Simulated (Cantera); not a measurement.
Input (Python, Cantera):

```python
import numpy as np
import cantera as ct

gas = ct.Solution("gri30.yaml")
gas.TPX = 425, 120000, {'CO': 1, 'H2': 0.17, 'O2': 0.45, 'N2': 1.17}
flame = ct.FreeFlame(gas, width=0.035)
flame.set_refine_criteria(ratio=3, slope=0.08, curve=0.16)
flame.transport_model = "mixture-averaged"
flame.solve(loglevel=0, auto=True)
flame.transport_model = "multicomponent"
flame.soret_enabled = True
flame.solve(loglevel=0, refine_grid=True)
z, T = flame.grid, flame.T
thick = (T[-1] - T[0]) / np.gradient(T, z).max()
show = ['CO', 'H2', 'O2', 'OH', 'HO2', 'NO']
print(f"laminar burning velocity  {flame.velocity[0] * 100:.3f} cm/s")
print(f"burnt temperature         {T[-1]:.1f} K")
print(f"thermal thickness         {thick * 1e3:.4f} mm")
print(f"grid points               {len(z)}")
z0 = z[flame.heat_release_rate.argmax()]
print(f"{'z/mm':>9s}{'T/K':>9s}{'u/(m/s)':>9s}" + "".join(f"{s:>11s}" for s in show))
rows = []
for k in (-3, -2, -1.5, -1, -0.5, -0.25, 0, 0.25, 0.5, 1, 2, 4, 8):
    zz = z0 + k * thick
    rows.append([k * thick, np.interp(zz, z, T), np.interp(zz, z, flame.velocity),
                 *(np.interp(zz, z, flame.X[gas.species_index(s)]) for s in show)])
    print(f"{rows[-1][0] * 1e3:9.3f}{rows[-1][1]:9.1f}{rows[-1][2]:9.3f}" + "".join(f"{x:11.3e}" for x in rows[-1][3:]))
```

Output:

```
laminar burning velocity  171.209 cm/s
burnt temperature         2621.7 K
thermal thickness         0.4335 mm
grid points               134
     z/mm      T/K  u/(m/s)         CO         H2         O2         OH        HO2         NO
   -1.301    425.0    1.712  3.584e-01  6.093e-02  1.613e-01  1.013e-17  2.845e-12 -4.764e-17
   -0.867    425.0    1.712  3.584e-01  6.089e-02  1.613e-01  2.322e-15  3.624e-10  5.062e-15
   -0.650    425.0    1.712  3.585e-01  6.077e-02  1.613e-01  2.882e-14  3.581e-09  5.179e-14
   -0.434    425.0    1.711  3.588e-01  6.007e-02  1.614e-01  1.197e-12  1.180e-07  1.794e-12
   -0.217    431.6    1.725  3.612e-01  5.311e-02  1.626e-01  3.925e-08  3.981e-05  6.639e-10
   -0.108    639.2    2.522  3.565e-01  4.059e-02  1.577e-01  3.260e-04  3.677e-04  8.769e-08
    0.000   1164.1    4.510  3.177e-01  2.173e-02  1.242e-01  1.738e-03  8.759e-05  1.744e-06
    0.108   1533.6    5.803  2.568e-01  8.424e-03  7.701e-02  4.926e-03  3.193e-05  8.652e-06
    0.217   1737.1    6.437  2.158e-01  7.210e-03  5.381e-02  7.179e-03  1.680e-05  1.887e-05
    0.434   1937.6    7.050  1.910e-01  7.887e-03  4.150e-02  9.340e-03  9.617e-06  3.736e-05
    0.867   2124.4    7.633  1.828e-01  7.507e-03  3.620e-02  1.050e-02  6.004e-06  6.568e-05
    1.734   2301.4    8.165  1.726e-01  6.636e-03  3.041e-02  1.062e-02  3.615e-06  1.238e-04
    3.468   2455.6    8.608  1.603e-01  5.749e-03  2.395e-02  9.894e-03  2.522e-06  2.769e-04
```

Detailed kinetics in Cantera: GRI-Mech 3.0 (53 species, 325 reactions). Burning velocities carry a grid error of a few per cent, more on coarse grids.
